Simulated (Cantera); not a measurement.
Standard-state values (1 bar) from the NASA 1993 polynomials, evaluated with Cantera. Values are per mole of reaction as written; species without (g) are pure solids or liquids, kept so even where they would boil at 1 bar.

Zr + 2 NO(g) + 6 H(g) = 2 NH3(g) + ZrO2(g)

| T (K) | ΔH° (kJ) | ΔS° (J/K) | ΔG° (kJ) | log10 K | condensed phases |
|---|---|---|---|---|---|
| 300 | -1868.8 | -490.0 | -1721.8 | 299.78 | Zr(α) |
| 1100 | -1923.1 | -583.8 | -1280.9 | 60.82 | Zr(α) |
| 1300 | -1936.3 | -595.0 | -1162.8 | 46.72 | Zr(β) |
| 1500 | -1944.2 | -600.7 | -1043.2 | 36.33 | Zr(β) |
| 1700 | [?] | [?] | [?] | [?] | Zr(β) |
| 1900 | [?] | [?] | [?] | [?] | Zr(β) |
| 2100 | [?] | [?] | [?] | [?] | Zr(β) |
| 2300 | -1991.6 | -624.7 | -554.7 | 12.60 | Zr(l) |
| 2500 | -1998.0 | -627.4 | -429.5 | 8.97 | Zr(l) |
| 2700 | -2004.0 | -629.7 | -303.8 | 5.88 | Zr(l) |
| 2900 | -2009.5 | -631.7 | -177.6 | 3.20 | Zr(l) |

**Question.** Fill in the missing entries.

**Answer.** 
- 1700, ΔH° (kJ): -1951.2
- 1700, ΔS° (J/K): -605.1
- 1700, ΔG° (kJ): -922.6
- 1700, log10 K: 28.35
- 1900, ΔH° (kJ): -1957.7
- 1900, ΔS° (J/K): -608.7
- 1900, ΔG° (kJ): -801.2
- 1900, log10 K: 22.03
- 2100, ΔH° (kJ): -1963.9
- 2100, ΔS° (J/K): -611.8
- 2100, ΔG° (kJ): -679.1
- 2100, log10 K: 16.89
